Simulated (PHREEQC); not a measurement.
PHREEQC input (ion-association model, phreeqc.dat):

```
SOLUTION_MASTER_SPECIES
  Amm  AmmH+  0  AmmH  17.031  # ammonia with no redox link, constants of NH4+
SOLUTION_SPECIES
  AmmH+ = AmmH+
    -log_k 0
    -gamma 2.5 0
    -dw 1.98e-9
  AmmH+ = Amm + H+
    -log_k -9.252
    -delta_h 12.48 kcal
    -analytic 0.6322 -0.001225 -2835.76
    -dw 2.28e-9
  AmmH+ + SO4-2 = AmmHSO4-
    -log_k 1.11
PHASES
  Amm(g)
    Amm = Amm
    -log_k 1.7966
    -analytic -18.758 3.3670e-4 2.5113e3 4.8619 39.192
    -T_c 405.6
    -P_c 111.3
    -Omega 0.25
EXCHANGE_SPECIES
  AmmH+ + X- = AmmHX
    -log_k 0.6
    -gamma 2.5 0
    -delta_h -2.4
SOLUTION 1
  temp 25
  units mmol/kgw
  pH 7 charge
  Cl 1.435
  Amm 1.4
  F 0.4
  Na 0.4
  K 0.035
SOLUTION 2
  temp 25
  units mmol/kgw
  pH 7 charge
  S(6) 0.948
  Ca 0.89
  Na 0.116
  Si 0.0069
END
SELECTED_OUTPUT 1
  -reset false
  -pH true
  -pe true
  -ionic_strength true
  -water true
  -totals Amm Ca Cl F K Na S Si S(-2) S(6)
  -molalities H+ Ca+2 Na+ K+ H4SiO4 Cl- SO4-2 F- OH- O2
    HSO4- S-2 HS- H2S HF HF2- CaOH+ CaSO4 CaHSO4+ NaOH
    NaSO4- NaF KSO4- H3SiO4- H2SiO4-2 SiF6-2 AmmH+ Amm AmmHSO4-
  -equilibrium_phases Gypsum Fluorite SiO2(a) Halite Sylvite
PRINT
  -reset false
MIX 1
  1 1
  2 0
EQUILIBRIUM_PHASES 1
  Gypsum 0 0
  Fluorite 0 0
  SiO2(a) 0 0
  Halite 0 0
  Sylvite 0 0
  O2(g) -0.68 10
END
# ... the last block is repeated for the other 10 points of share of solution B
```

Selected output (columns that matter, 11 of 11 rows; share of solution B added in front):

```
share of solution B	pH	mu	Amm	Ca	Cl	F	K	Na	S	Si	m_H+	m_Ca+2	m_Na+	m_K+
0	6.1612	0.0018345	0.0014	0	0.001435	0.0004	3.5e-05	0.0004	0	0	7.2133e-07	0	0.00039992	3.5e-05
0.1	6.1778	0.0020178	0.00126	8.9e-05	0.0012915	0.00036	3.15e-05	0.0003716	9.48e-05	6.9e-07	6.9564e-07	8.8023e-05	0.00037139	3.1483e-05
0.2	6.1968	0.0021945	0.00112	0.000178	0.001148	0.00032	2.8e-05	0.0003432	0.0001896	1.38e-06	6.6713e-07	0.00017422	0.00034289	2.7971e-05
0.3	6.2187	0.0023652	0.00098	0.000267	0.0010045	0.00028	2.45e-05	0.0003148	0.0002844	2.07e-06	6.3527e-07	0.00025877	0.00031441	2.4462e-05
0.4	6.2447	0.0025304	0.00084	0.000356	0.000861	0.00024	2.1e-05	0.0002864	0.0003792	2.76e-06	5.9931e-07	0.0003418	0.00028595	2.0957e-05
0.5	6.2762	0.0026906	0.0007	0.000445	0.0007175	0.0002	1.75e-05	0.000258	0.000474	3.45e-06	5.5819e-07	0.00042343	0.00025751	1.7456e-05
0.6	6.3156	0.0028462	0.00056	0.000534	0.000574	0.00016	1.4e-05	0.0002296	0.0005688	4.14e-06	5.1034e-07	0.00050377	0.00022909	1.3958e-05
0.7	6.3677	0.0029974	0.00042	0.000623	0.0004305	0.00012	1.05e-05	0.0002012	0.0006636	4.83e-06	4.5321e-07	0.00058288	0.0002007	1.0464e-05
0.8	6.4424	0.0031446	0.00028	0.000712	0.000287	8e-05	7e-06	0.0001728	0.0007584	5.52e-06	3.8208e-07	0.00066086	0.00017232	6.9729e-06
0.9	6.5689	0.0032881	0.00014	0.000801	0.0001435	4e-05	3.5e-06	0.0001444	0.0008532	6.21e-06	2.858e-07	0.00073777	0.00014395	3.4849e-06
1	6.9873	0.003428	0	0.00089	0	0	0	0.000116	0.000948	6.9e-06	1.0917e-07	0.00081366	0.00011561	0
```

SiF6-2 is the database's only silicon fluoride.
